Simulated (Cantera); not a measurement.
Charge: 1 mol CH3SiCl3, 0.058 mol C2H2, 970 mol H2, held at 1300 °C and 19.0 mbar.

Cantera equilibrium calculation (NASA polynomials, part measured and part estimated; ideal gas, pure solids and liquids). Candidate condensed phases: C, C6H6, C7H8, C8H18, Si, SiC; 109 gas species. The feed counts by its element totals alone. Kinetics and transport are ignored.

**Question.** What is the equilibrium state?

**Answer.** 
| Item | Value |
|---|---|
| x(H2) | 0.997 |
| x(HCl) | 0.00308 |
| x(H) | 0.000294 |
| x(CH4) | 3.46e-5 |
| x(C2H2 (acetylene)) | 2.06e-5 |
| n(C(graphite)) | 0.0423 mol |
| n(SiC(s)) | 1.000 mol |
| gas amount | 973.2 mol |
| log10 activity of Si(s) (absent) | -2.02 |
